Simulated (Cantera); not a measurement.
Cantera run:

```python
import numpy as np
import cantera as ct

gas_names = """
    Cr CrN CrO CrO2 CrO3 H HNO HNO2 HNO3 HO2 H2 H2O H2O2 N NH NH2 NH3 NH2OH NO NO2 NO3 N2 N2H2 N2H4 N2O
    O OH O2 O3
""".split()
cond_names = """
    Cr(cr) Cr(L) CrN(s) Cr2N(s) Cr2O3(s) Cr2O3(L) H2O(s) H2O(L)
""".split()


# ... load() reads the species with a 1 bar reference pressure and builds the phases ...
atoms = {
    'Cr': {'Cr': 1},
    'N2O': {'N': 2, 'O': 1},
    'H2': {'H': 2},
}
top_T = {'CrN(s)': 1900, 'Cr2N(s)': 1900}  # K; cautious upper limits of use, not melting points


# ... equilibrate(T, P, feed) seeds the gas with the atoms and calls Mixture.equilibrate('TP', solver="vcs", rtol=1e-11, max_steps=5000) ...
results = []
feed = {'Cr': 1, 'N2O': 0.56, 'H2': 3.9}  # mol
for P in [0.1, 1.5, 22, 320, 4600, 68000, 1000000]:
    for T in [1398, 1448, 1498, 1548, 1598, 1648, 1698, 1748, 1798, 1848, 1898, 1948, 1998, 2048]:
        mix = equilibrate(T, P, feed)
        results.append((T, P, feed, dict(zip(mix.species_names, mix.species_moles))))

for T, P, feed, n in results:
    print(f"{T:7g} {P:10.4g}  " + (" + ".join(c for c in cond_names if n.get(c, 0) > 1e-12) or "gas only"))
```

Output:

```
   1398        0.1  Cr(cr) + Cr2O3(s)
   1448        0.1  Cr2O3(s)
   1498        0.1  Cr2O3(s)
   1548        0.1  Cr2O3(s)
   1598        0.1  Cr2O3(s)
   1648        0.1  Cr2O3(s)
   1698        0.1  Cr2O3(s)
   1748        0.1  gas only
   1798        0.1  gas only
   1848        0.1  gas only
   1898        0.1  gas only
   1948        0.1  gas only
   1998        0.1  gas only
   2048        0.1  gas only
   1398        1.5  Cr(cr) + Cr2O3(s)
   1448        1.5  Cr(cr) + Cr2O3(s)
   1498        1.5  Cr(cr) + Cr2O3(s)
   1548        1.5  Cr(cr) + Cr2O3(s)
   1598        1.5  Cr2O3(s)
   1648        1.5  Cr2O3(s)
   1698        1.5  Cr2O3(s)
   1748        1.5  Cr2O3(s)
   1798        1.5  Cr2O3(s)
   1848        1.5  Cr2O3(s)
   1898        1.5  gas only
   1948        1.5  gas only
   1998        1.5  gas only
   2048        1.5  gas only
   1398         22  Cr(cr) + Cr2O3(s)
   1448         22  Cr(cr) + Cr2O3(s)
   1498         22  Cr(cr) + Cr2O3(s)
   1548         22  Cr(cr) + Cr2O3(s)
   1598         22  Cr(cr) + Cr2O3(s)
   1648         22  Cr(cr) + Cr2O3(s)
   1698         22  Cr(cr) + Cr2O3(s)
   1748         22  Cr2O3(s)
   1798         22  Cr2O3(s)
   1848         22  Cr2O3(s)
   1898         22  Cr2O3(s)
   1948         22  Cr2O3(s)
   1998         22  gas only
   2048         22  gas only
   1398        320  Cr(cr) + Cr2O3(s)
   1448        320  Cr(cr) + Cr2O3(s)
   1498        320  Cr(cr) + Cr2O3(s)
   1548        320  Cr(cr) + Cr2O3(s)
   1598        320  Cr(cr) + Cr2O3(s)
   1648        320  Cr(cr) + Cr2O3(s)
   1698        320  Cr(cr) + Cr2O3(s)
   1748        320  Cr(cr) + Cr2O3(s)
   1798        320  Cr(cr) + Cr2O3(s)
   1848        320  Cr(cr) + Cr2O3(s)
   1898        320  Cr(cr) + Cr2O3(s)
   1948        320  Cr2O3(s)
   1998        320  Cr2O3(s)
   2048        320  Cr2O3(s)
   1398       4600  Cr(cr) + Cr2O3(s)
   1448       4600  Cr(cr) + Cr2O3(s)
   1498       4600  Cr(cr) + Cr2O3(s)
   1548       4600  Cr(cr) + Cr2O3(s)
   1598       4600  Cr(cr) + Cr2O3(s)
   1648       4600  Cr(cr) + Cr2O3(s)
   1698       4600  Cr(cr) + Cr2O3(s)
   1748       4600  Cr(cr) + Cr2O3(s)
   1798       4600  Cr(cr) + Cr2O3(s)
   1848       4600  Cr(cr) + Cr2O3(s)
   1898       4600  Cr(cr) + Cr2O3(s)
   1948       4600  Cr(cr) + Cr2O3(s)
   1998       4600  Cr(cr) + Cr2O3(s)
   2048       4600  Cr(cr) + Cr2O3(s)
   1398    6.8e+04  Cr2N(s) + Cr2O3(s)
   1448    6.8e+04  Cr2N(s) + Cr2O3(s)
   1498    6.8e+04  Cr2N(s) + Cr2O3(s)
   1548    6.8e+04  Cr(cr) + Cr2O3(s)
   1598    6.8e+04  Cr(cr) + Cr2O3(s)
   1648    6.8e+04  Cr(cr) + Cr2O3(s)
   1698    6.8e+04  Cr(cr) + Cr2O3(s)
   1748    6.8e+04  Cr(cr) + Cr2O3(s)
   1798    6.8e+04  Cr(cr) + Cr2O3(s)
   1848    6.8e+04  Cr(cr) + Cr2O3(s)
   1898    6.8e+04  Cr(cr) + Cr2O3(s)
   1948    6.8e+04  Cr(cr) + Cr2O3(s)
   1998    6.8e+04  Cr(cr) + Cr2O3(s)
   2048    6.8e+04  Cr(cr) + Cr2O3(s)
   1398      1e+06  Cr2N(s) + Cr2O3(s)
   1448      1e+06  Cr2N(s) + Cr2O3(s)
   1498      1e+06  Cr2N(s) + Cr2O3(s)
   1548      1e+06  Cr2N(s) + Cr2O3(s)
   1598      1e+06  Cr2N(s) + Cr2O3(s)
   1648      1e+06  Cr2N(s) + Cr2O3(s)
   1698      1e+06  Cr2N(s) + Cr2O3(s)
   1748      1e+06  Cr2N(s) + Cr2O3(s)
   1798      1e+06  Cr(cr) + Cr2N(s) + Cr2O3(s)
   1848      1e+06  Cr(cr) + Cr2O3(s)
   1898      1e+06  Cr(cr) + Cr2O3(s)
   1948      1e+06  Cr(cr) + Cr2O3(s)
   1998      1e+06  Cr(cr) + Cr2O3(s)
   2048      1e+06  Cr(cr) + Cr2O3(s)
```

These are equilibrium values from Cantera (NASA tables, ideal gas, pure condensed phases), not measurements of a reactor. Mutual solubility and eutectic melting of coexisting phases are not modelled.
